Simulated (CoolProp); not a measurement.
Model: reference Helmholtz-energy equation of state, Eisenbach 2021, in CoolProp.

Problem. For propylene glycol, give the phase and the density (kg/m³), speed of sound (m/s), Joule-Thomson coefficient (K/MPa), expansivity (1/kK) at 136.65 °C and 8.39 MPa; 167.35 °C and 8.39 MPa; 228.65 °C and 8.39 MPa.

Solution. 
- 136.65 °C and 8.39 MPa: liquid; density 948, speed of sound 1230, Joule-Thomson coefficient -0.214, expansivity 0.910
- 167.35 °C and 8.39 MPa: liquid; density 921, speed of sound 1140, Joule-Thomson coefficient -0.188, expansivity 0.997
- 228.65 °C and 8.39 MPa: liquid; density 860, speed of sound 957, Joule-Thomson coefficient -0.121, expansivity 1.25
